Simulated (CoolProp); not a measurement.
Vapour-liquid equilibrium of hydrogen sulfide (1) + n-heptane (2) at 317.9 K; x and y are mole fractions of (1).

Model: multi-fluid Helmholtz-energy mixture model, Lemmon 2006 and Span 2003; pair parameters Kunz 2012, in CoolProp.

```json
[
 {"x": "0.05", "bubble pressure, mixture model (MPa)": "0.1947", "bubble pressure, Raoult's law (MPa)": "0.1732", "y, mixture model": "0.922", "y, Raoult's law": "0.917"},
 {"x": "0.2", "bubble pressure, mixture model (MPa)": "0.7455", "bubble pressure, Raoult's law (MPa)": "0.6475", "y, mixture model": "0.979", "y, Raoult's law": "0.981"},
 {"x": "0.35", "bubble pressure, mixture model (MPa)": "1.240", "bubble pressure, Raoult's law (MPa)": "1.122", "y, mixture model": "0.988", "y, Raoult's law": "0.991"},
 {"x": "0.5", "bubble pressure, mixture model (MPa)": "1.669", "bubble pressure, Raoult's law (MPa)": "1.596", "y, mixture model": "0.991", "y, Raoult's law": "0.995"},
 {"x": "0.65", "bubble pressure, mixture model (MPa)": "2.072", "bubble pressure, Raoult's law (MPa)": "2.070", "y, mixture model": "0.993", "y, Raoult's law": "0.997"},
 {"x": "0.8", "bubble pressure, mixture model (MPa)": "2.493", "bubble pressure, Raoult's law (MPa)": "2.544", "y, mixture model": "0.996", "y, Raoult's law": "0.999"},
 {"x": "0.95", "bubble pressure, mixture model (MPa)": "2.976", "bubble pressure, Raoult's law (MPa)": "3.019", "y, mixture model": "0.999", "y, Raoult's law": "1.000"}
]
```

The largest gap from Raoult's law is +15.1 % in bubble pressure, at x = 0.2. No azeotrope shows between x = 0.05 and 0.95.

The pair parameters rest on a limited set of measurements; away from them the model extrapolates. The gap from Raoult's law changes sign with composition, which may be real or a fault of the pair parameters; it wasn't checked against measurements.
